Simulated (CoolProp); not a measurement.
Saturation properties of ammonia.

Model: reference Helmholtz-energy equation of state, Gao 2020, in CoolProp.

| T (°C) | p (bar) | liquid density (kg/m³) | enthalpy of vaporisation (kJ/kg) | surface tension (mN/m) | liquid conductivity (mW/(m K)) |
|---|---|---|---|---|---|
| 11.15 | 6.396 | 623.2 | 1221 | 23.7 | 526 |
| 19.05 | 8.313 | 611.8 | 1190 | 21.9 | 503 |
| 26.85 | 10.61 | 600.2 | 1158 | 20.1 | 481 |
| 34.65 | 13.36 | 588.1 | 1124 | 18.3 | 459 |
| 42.45 | 16.63 | 575.6 | 1088 | 16.5 | 437 |
| 50.25 | 20.46 | 562.6 | 1050 | 14.8 | 416 |
| 58.05 | 24.92 | 548.9 | 1009 | 13.1 | 395 |
| 65.95 | 30.15 | 534.2 | 963.7 | 11.5 | 374 |
| 73.75 | 36.07 | 518.8 | 915.7 | 9.86 | 353 |
| 81.55 | 42.82 | 502.3 | 863.4 | 8.29 | 333 |
| 89.35 | 50.48 | 484.4 | 805.8 | 6.77 | 313 |
| 97.15 | 59.13 | 464.6 | 741.3 | 5.31 | 292 |
| 105.05 | 68.99 | 441.9 | 666.8 | 3.90 | 272 |

It boils at -33.3 °C under 1 atm.

Thermal conductivity comes from a separate model (Tufeu 1984). Surface tension comes from a separate correlation (Mulero 2012).
